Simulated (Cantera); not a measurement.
What does this Cantera script print?

```python
import numpy as np
import cantera as ct

gas_names = """
    F PbO O2
""".split()
cond_names = """
    PbF2(a) PbF2(b) PbF2(L)
""".split()


# ... load() reads the species with a 1 bar reference pressure and builds the phases ...
species = {s.name: s for s in load("nasa_gas.yaml", gas_names) + load("nasa_condensed.yaml", cond_names)}
# Each term lists the table entries of one substance; the one whose range holds T is used.
reactions = {
    '4 F(g) + 2 PbO(g) = O2(g) + 2 PbF2':
        [(-4, ['F']), (-2, ['PbO']), (1, ['O2']), (2, ['PbF2(a)', 'PbF2(b)', 'PbF2(L)'])],
}


def pick(names, T):
    return next(species[n] for n in names if species[n].thermo.min_temp <= T <= species[n].thermo.max_temp)


results = []
for label, terms in reactions.items():
    print(label)
    print("     T/K   dH/kJ  dS/(J/K)   dG/kJ   log10 K")
    for T in [1098, 1148, 1198, 1248, 1298, 1348, 1398, 1448]:
        used = [(nu, pick(names, T)) for nu, names in terms]
        dH = sum(nu * s.thermo.h(T) for nu, s in used) / 1e6
        dS = sum(nu * s.thermo.s(T) for nu, s in used) / 1e3
        dG = dH - T * dS / 1e3
        logK = -dG * 1e6 / (ct.gas_constant * T * np.log(10))
        results.append((label, T, dH, dS, dG, logK, [s.name for _, s in used]))
        print(f"{T:8g} {dH:8.1f} {dS:8.1f} {dG:8.1f} {logK:8.2f}")
```

Output:

```
4 F(g) + 2 PbO(g) = O2(g) + 2 PbF2
     T/K   dH/kJ  dS/(J/K)   dG/kJ   log10 K
    1098  -1757.9   -604.5  -1094.1    52.05
    1148  -1723.8   -573.7  -1065.2    48.47
    1198  -1719.1   -569.7  -1036.6    45.20
    1248  -1714.4   -565.8  -1008.2    42.20
    1298  -1709.6   -562.1   -980.0    39.44
    1348  -1704.8   -558.5   -952.0    36.89
    1398  -1700.1   -555.0   -924.2    34.53
    1448  -1695.3   -551.7   -896.5    32.34
```

Standard-state values (1 bar) from the NASA 1993 polynomials, evaluated with Cantera. Condensed species are held in their standard states even where they would react or evaporate.
